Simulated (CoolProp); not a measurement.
Vapour-liquid equilibrium of R22 (1) + c-C4F8 (RC318) (2) at 244.4 K; x and y are mole fractions of (1).

Computed with CoolProp (multi-fluid Helmholtz-energy mixture model, Kamei 1995 and Platzer 1990; pair parameters Bell 2016). This equation is an older, rougher fit; its heat capacities, sound speeds and derivatives of the liquid may be far off and weren't checked against measurements.

```csv
x,"bubble pressure, mixture model (MPa)","bubble pressure, Raoult's law (MPa)","y, mixture model","y, Raoult's law"
0.05,0.04022,0.04232,0.165,0.204
0.2,0.07079,0.06291,0.619,0.549
0.35,0.1114,0.08350,0.809,0.724
0.5,0.1409,0.1041,0.877,0.830
0.65,0.1554,0.1247,0.905,0.900
0.8,0.1630,0.1453,0.924,0.951
0.95,0.1707,0.1659,0.967,0.989
```

The largest gap from Raoult's law is +35.4 % in bubble pressure, at x = 0.5. No azeotrope shows between x = 0.05 and 0.95.

The pair parameters rest on a limited set of measurements; away from them the model extrapolates. The gap from Raoult's law changes sign with composition, which may be real or a fault of the pair parameters; it wasn't checked against measurements.
